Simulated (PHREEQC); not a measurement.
A solution holds 0.012 mol HF, 0.0035 mol NaF, 0.00014 mol H4SiO4 and 0.65 mol HCl per kg of water, at 20 °C. Closed to the air; pH follows from the charge balance.

The numbers come from PHREEQC with the ion-association model, phreeqc.dat.

No solid was allowed to form.

Predict the pH, specific conductance, activity of water.

pH 0.31; specific conductance 168000 µS/cm; activity of water 0.978.

In which forms is F present?

HF 94 %, SiF6-2 5.4 % of the F.

Complexes and solids missing from the database can't appear. SiF6-2 is the database's only silicon fluoride.
